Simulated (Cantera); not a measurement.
**Adiabatic ignition**

An adiabatic, constant-volume homogeneous reactor starts with 21.2 % H₂, 16.5 % O₂, 62.3 % N₂, at 1775 K and 760 Torr.

Cantera simulation using the H2/O2 subset of GRI-Mech 3.0, which has no nitrogen chemistry; the numbers are that mechanism's predictions, not measurements.

| t (s) | T (K) | P (bar) | x H₂ | x O₂ | x H₂O | x HO₂ | x OH |
|---|---|---|---|---|---|---|---|
| 7.00e-6 | 1878 | 1.07 | 0.0443 | 0.0776 | 0.119 | 2.73e-5 | 0.0231 |
| 2.18e-5 | 2346 | 1.29 | 0.0321 | 0.0635 | 0.147 | 1.43e-5 | 0.0351 |
| 6.79e-5 | 2845 | 1.52 | 0.0225 | 0.0598 | 0.175 | 1.74e-5 | 0.0396 |
| 0.000211 | 2920 | 1.55 | 0.0203 | 0.0595 | 0.181 | 2.12e-5 | 0.0391 |
| 0.000658 | 2920 | 1.55 | 0.0203 | 0.0595 | 0.181 | 2.12e-5 | 0.0391 |
| 0.00205 | 2920 | 1.55 | 0.0203 | 0.0595 | 0.181 | 2.12e-5 | 0.0391 |
| 0.00638 | 2920 | 1.55 | 0.0203 | 0.0595 | 0.181 | 2.12e-5 | 0.0391 |
| 0.0199 | 2920 | 1.55 | 0.0203 | 0.0595 | 0.181 | 2.12e-5 | 0.0391 |
| 0.0619 | 2920 | 1.55 | 0.0203 | 0.0595 | 0.181 | 2.12e-5 | 0.0391 |
| 0.193 | 2920 | 1.55 | 0.0203 | 0.0595 | 0.181 | 2.12e-5 | 0.0391 |
| 0.600 | 2920 | 1.55 | 0.0203 | 0.0595 | 0.181 | 2.12e-5 | 0.0391 |
x: mole fraction; the columns are a selection and need not sum to one.

```json
{
 "time_of_steepest_temperature_rise": "6.27 µs",
 "temperature at 0.600 s": "2920 K",
 "equilibrium_temperature": "2920 K",
 "x(H₂) at 0.600 s": "0.0203 (gas-phase equilibrium 0.0203)",
 "x(O₂) at 0.600 s": "0.0595 (gas-phase equilibrium 0.0595)",
 "x(H₂O) at 0.600 s": "0.181 (gas-phase equilibrium 0.181)"
}
```
